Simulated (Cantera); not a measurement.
A freely propagating, adiabatic, planar premixed flame of H2 : O2 : N2 = 1 : 0.172 : 0.648 (molar parts), unburnt at 623 K and 113 Torr; mixture-averaged transport, grid criteria slope 0.08 and curve 0.16, no radiation.

Model: the H2/O2 subset of GRI-Mech 3.0, which has no nitrogen chemistry, integrated in Cantera. Burning velocities carry a grid error of a few per cent, more on coarse grids.

Predict: laminar burning velocity; thermal thickness; peak x(O); peak x(H); peak x(OH).


```
Item                         Value
------------------------  --------
laminar burning velocity  683 cm/s
thermal thickness          5.80 mm
peak x(O)                  0.00248
peak x(H)                    0.113
peak x(OH)                 0.00171
```
